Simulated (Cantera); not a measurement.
Input: 1 mol CH3Cl, 0.46 mol Si, 2.1 mol H2, held at 1352 °C and 23000 Pa.

Cantera equilibrium calculation (NASA polynomials, part measured and part estimated; ideal gas, pure solids and liquids). Candidate condensed phases: C, C6H6, C7H8, C8H18, Si, SiC; 109 gas species. The tables' values for SiCl3 are old estimates; treat these amounts as uncertain. The numbers say what is thermodynamically allowed, not how fast it happens.

**Question.** What is the equilibrium state?

**Answer.** 
| Property | Value |
|---|---|
| x(H2) | 0.760 |
| x(HCl) | 0.236 |
| x(SiCl2) | 0.00293 |
| x(SiCl3) | 0.000452 |
| x(CH4) | 0.000195 |
| x(SiCl4) | 0.000162 |
| x(H) | 0.000128 |
| x(SiHCl3) | 8.14e-5 |
| x(Cl) | 3.13e-5 |
| n(C(graphite)) | 0.554 mol |
| n(SiC(s)) | 0.445 mol |
| gas amount | 4.098 mol |
| log10 activity of Si(s) (absent) | -1.94 |
